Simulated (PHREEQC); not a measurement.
Solution (20 °C): 0.11 mol/kgw K3PO4. Closed to the air; pH follows from the charge balance.

Computed with PHREEQC (ion-association model, wateq4f.dat).

This is a speciation only: nothing precipitates in the calculation.

Task: What pH, activity of water does the model give?

Result: pH 12.25; activity of water 0.992.

Task: In which forms is P present?

Result: PO4-3 83 %, HPO4-2 16 %, KHPO4- 1.9 % of the P.

H3PO4, which wateq4f.dat lacks, is added to it with the constant of phreeqc.dat.
